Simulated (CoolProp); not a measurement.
20 sccm (0 °C, 1 atm) of nitrogen bubbles through liquid m-xylene at 291.7 K and leaves saturated at a total pressure of 0.00624 MPa (ideal gas phase). Each further row changes one setting.

Computed with CoolProp (reference Helmholtz-energy equation of state, Zhou 2012).

```
case                       vapour pressure (kPa)  mole fraction of vapour  delivery (mg/min)  delivery (sccm)  change of delivery for a bath 1 K warmer (%)
-------------------------  ---------------------  -----------------------  -----------------  ---------------  --------------------------------------------
as stated                                  0.762                    0.122               13.2             2.78                                           7.2
bath temperature 296.7 K                    1.03                    0.165               18.7             3.94                                           7.3
total pressure 0.0125 MPa                  0.762                   0.0609               6.15             1.30                                           6.7
```
